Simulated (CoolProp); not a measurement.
Sulfur hexafluoride along the isobar 13600 kPa: density (kg/m³) from the reference equation and from simpler models built on Tc = 318.7 K, pc = 3755 kPa, ω = 0.210; each cubic takes its own stable root.

Values from CoolProp's reference Helmholtz-energy equation of state, Guder 2009.

| T (K) | phase | reference | van der Waals | Redlich-Kwong | Soave-Redlich-Kwong | Peng-Robinson |
|---|---|---|---|---|---|---|
| 302.5 | liquid | 1537 | 1125 | 1457 | 1470 | 1644 |
| 325.5 | supercritical | 1405 | 1068 | [?] | 1327 | 1474 |
| 348.5 | supercritical | 1257 | 1009 | 1203 | 1172 | 1290 |
| 371.5 | supercritical | 1096 | 946.5 | 1072 | 1016 | 1105 |
| 394.5 | supercritical | 940.1 | 881.5 | 946.8 | 873.5 | 941.0 |
| 417.5 | supercritical | 807.6 | 815.6 | 835.3 | 757.2 | 809.7 |
| 440.5 | supercritical | 705.2 | 750.8 | 742.0 | 667.5 | 710.0 |
| 463.5 | supercritical | [?] | 689.8 | 666.6 | 598.8 | 634.1 |
| 486.5 | supercritical | 568.1 | 634.5 | [?] | 545.2 | 575.3 |
| 509.5 | supercritical | 521.0 | 585.7 | 556.6 | 502.3 | 528.3 |

Some entries are withheld; supply them.


- 325.5, Redlich-Kwong: 1333
- 463.5, reference: 627.7
- 486.5, Redlich-Kwong: 605.9
